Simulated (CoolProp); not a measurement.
Vapour-liquid equilibrium of R22 (1) + R11 (2) at 285.5 K; x and y are mole fractions of (1).

Values from CoolProp's multi-fluid Helmholtz-energy mixture model, Kamei 1995 and Jacobsen 1992; pair parameters Bell 2016.

| x | bubble pressure, mixture model (bar) | bubble pressure, Raoult's law (bar) | y, mixture model | y, Raoult's law |
|---|---|---|---|---|
| 0.05 | 1.177 | 0.9971 | 0.452 | 0.366 |
| 0.125 | 1.860 | 1.495 | 0.670 | 0.611 |
| 0.2 | 2.460 | 1.993 | 0.764 | 0.733 |
| 0.275 | 2.995 | 2.491 | 0.817 | 0.806 |
| 0.35 | 3.481 | 2.989 | 0.852 | 0.855 |
| 0.425 | 3.931 | 3.487 | 0.878 | 0.890 |
| 0.5 | 4.358 | 3.985 | 0.899 | 0.917 |
| 0.575 | 4.772 | 4.482 | 0.917 | 0.937 |
| 0.65 | 5.184 | 4.980 | 0.933 | 0.953 |
| 0.725 | 5.601 | 5.478 | 0.948 | 0.967 |
| 0.8 | 6.032 | 5.976 | 0.962 | 0.978 |
| 0.875 | 6.484 | 6.474 | 0.976 | 0.987 |
| 0.95 | 6.964 | 6.972 | 0.990 | 0.995 |

The largest gap from Raoult's law is +24.4 % in bubble pressure, at x = 0.125. No azeotrope shows between x = 0.05 and 0.95.

Pair parameters are fitted to limited data, so mixtures are less certain than the pure fluids.
